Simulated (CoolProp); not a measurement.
c-C4F8 (RC318) along the isotherm 500 K: Z from the reference equation and from simpler models built on Tc = 388.4 K, pc = 2.778 MPa, ω = 0.355; each cubic takes its own stable root.

The numbers come from the reference Helmholtz-energy equation of state, Platzer 1990 in CoolProp. This equation is an older, rougher fit; its heat capacities, sound speeds and derivatives of the liquid may be far off and weren't checked against measurements.

```csv
p (MPa),phase,reference
3.09,supercritical,0.8550
6.17,supercritical,0.7390
9.26,supercritical,0.7109
12.3,supercritical,0.7581
15.4,supercritical,0.8373
18.5,supercritical,0.9275
21.6,supercritical,1.022
24.7,supercritical,1.118
27.8,supercritical,1.214
```

Question: How far does each simpler model (van der Waals, Redlich-Kwong, Peng-Robinson) lie from the reference over these 9 states: mean and median of the absolute difference, and the worst?

Answer: 
- van der Waals: mean 10.6 %, median 11.4 %, worst +16.1 % at 500 K and 27.8 MPa
- Redlich-Kwong: mean 5.4 %, median 4.7 %, worst -9.2 % at 500 K and 6.17 MPa
- Peng-Robinson: mean 3.5 %, median 2.4 %, worst -8.2 % at 500 K and 27.8 MPa
